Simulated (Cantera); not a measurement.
A freely propagating, adiabatic, planar premixed flame of H2 : O2 : N2 = 1 : 0.278 : 1.04 (molar parts), equivalence ratio 1.8, unburnt at 450 K and 97000 Pa; multicomponent transport, grid criteria slope 0.08 and curve 0.16, no radiation.

Model: the H2/O2 subset of GRI-Mech 3.0, which has no nitrogen chemistry, integrated in Cantera. Burning velocities carry a grid error of a few per cent, more on coarse grids.

x: mole fraction of selected species; z is measured from the peak of heat release.

```json
[
 {"z (mm)": "-1.25", "T (K)": "450", "u (m/s)": "5.58", "x H2": "0.431", "x O2": "0.120", "x H2O2": "<1e-8", "x H2O": "<1e-8", "x HO2": "<1e-8", "x H": "<1e-8"},
 {"z (mm)": "-0.833", "T (K)": "450", "u (m/s)": "5.58", "x H2": "0.431", "x O2": "0.120", "x H2O2": "<1e-8", "x H2O": "<1e-8", "x HO2": "<1e-8", "x H": "<1e-8"},
 {"z (mm)": "-0.625", "T (K)": "450", "u (m/s)": "5.58", "x H2": "0.431", "x O2": "0.120", "x H2O2": "<1e-8", "x H2O": "<1e-8", "x HO2": "<1e-8", "x H": "<1e-8"},
 {"z (mm)": "-0.416", "T (K)": "450", "u (m/s)": "5.58", "x H2": "0.431", "x O2": "0.120", "x H2O2": "<1e-8", "x H2O": "1.55e-7", "x HO2": "1.55e-7", "x H": "<1e-8"},
 {"z (mm)": "-0.208", "T (K)": "469", "u (m/s)": "5.79", "x H2": "0.429", "x O2": "0.120", "x H2O2": "6.64e-6", "x H2O": "0.000509", "x HO2": "0.000215", "x H": "5.74e-5"},
 {"z (mm)": "-0.104", "T (K)": "[?]", "u (m/s)": "8.84", "x H2": "0.398", "x O2": "0.113", "x H2O2": "[?]", "x H2O": "[?]", "x HO2": "0.000214", "x H": "[?]"},
 {"z (mm)": "0", "T (K)": "1166", "u (m/s)": "13.6", "x H2": "0.302", "x O2": "0.0783", "x H2O2": "3.21e-6", "x H2O": "0.0993", "x HO2": "7.81e-5", "x H": "0.0421"},
 {"z (mm)": "0.104", "T (K)": "1465", "u (m/s)": "16.9", "x H2": "0.203", "x O2": "0.0244", "x H2O2": "1.38e-6", "x H2O": "0.203", "x HO2": "2.27e-5", "x H": "0.0788"},
 {"z (mm)": "0.208", "T (K)": "1599", "u (m/s)": "18.3", "x H2": "0.175", "x O2": "0.00548", "x H2O2": "8.55e-7", "x H2O": "0.241", "x HO2": "4.89e-6", "x H": "0.0851"},
 {"z (mm)": "0.416", "T (K)": "1720", "u (m/s)": "19.6", "x H2": "0.176", "x O2": "0.00140", "x H2O2": "5.31e-7", "x H2O": "0.251", "x HO2": "1.22e-6", "x H": "0.0747"},
 {"z (mm)": "0.833", "T (K)": "1843", "u (m/s)": "20.8", "x H2": "0.185", "x O2": "0.000878", "x H2O2": "2.97e-7", "x H2O": "0.255", "x HO2": "7.37e-7", "x H": "0.0590"},
 {"z (mm)": "1.67", "T (K)": "1961", "u (m/s)": "21.9", "x H2": "0.193", "x O2": "0.000524", "x H2O2": "1.54e-7", "x H2O": "0.259", "x HO2": "4.46e-7", "x H": "0.0434"},
 {"z (mm)": "3.33", "T (K)": "2061", "u (m/s)": "22.8", "x H2": "0.200", "x O2": "[?]", "x H2O2": "[?]", "x H2O": "0.263", "x HO2": "[?]", "x H": "[?]"}
]
```

Question: Complete the blanks.

Answer: 
- -0.104, T (K): 731
- -0.104, x H2O2: 3.49e-5
- -0.104, x H2O: 0.0211
- -0.104, x H: 0.00646
- 3.33, x O2: 0.000269
- 3.33, x H2O2: 7.83e-8
- 3.33, x HO2: 2.46e-7
- 3.33, x H: 0.0300
